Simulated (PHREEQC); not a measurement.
Solution (51 °C): 69 mmol/kgw NH4HSO4. Closed to the air; pH follows from the charge balance.

Computed with PHREEQC (ion-association model, phreeqc.dat).

This is a speciation only: nothing precipitates in the calculation.

Problem. Predict the pH, ionic strength, density.

Solution. pH 1.64; ionic strength 0.114 mol/kgw; density 0.992 g/cm³.

Problem. In which forms is N present?

Solution. NH4+ 92 %, NH4SO4- 8.5 % of the N.

Away from 25 °C the constants follow the database's enthalpies or fits; those with neither stay at their 25 °C values.
